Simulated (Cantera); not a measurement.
A closed system holds: 1 mol B2O3, 0.055 mol O2, equilibrated at 97.0 Pa.

Cantera equilibrium calculation (NASA polynomials, part measured and part estimated; ideal gas, pure solids and liquids). Candidate condensed phases: B, B2O3; 10 gas species. Equilibrium is a limit: real reactors are often held back by kinetics, nucleation or transport.

x: gas mole fraction; n: condensed amount in mol.

```csv
T (K),x O2,x B2O3,x BO2,x O,x BO,x B2O2,n B2O3(l)
1025,1.00,1.11e-8,9.12e-9,1.06e-8,<1e-12,<1e-12,1.00
1125,1.000,6.87e-7,2.94e-7,1.48e-7,<1e-12,<1e-12,1.00
1225,1.000,(withheld),(withheld),(withheld),<1e-12,<1e-12,1.000
1325,1.000,0.000378,6.15e-5,8.84e-6,7.95e-11,<1e-12,1.000
1425,0.995,0.00443,0.000499,4.44e-5,3.80e-9,3.26e-12,1.000
1525,0.960,0.0370,0.00303,0.000178,1.09e-7,2.27e-10,0.998
1625,0.751,0.235,0.0139,0.000542,2.17e-6,1.03e-8,0.982
1725,(withheld),0.930,(withheld),(withheld),(withheld),(withheld),0
1825,0.0412,0.918,0.0399,0.00100,0.000250,3.77e-6,0
```

### Question
What belongs in the gaps?

### Answer

- 1725, x O2: 0.0455
- 1725, x BO2: 0.0245
- 1725, x O: 0.000397
- 1725, x BO: 5.09e-5
- 1725, x B2O2: 8.50e-7
- 1225, x B2O3: 2.11e-5
- 1225, x BO2: 5.32e-6
- 1225, x O: 1.35e-6
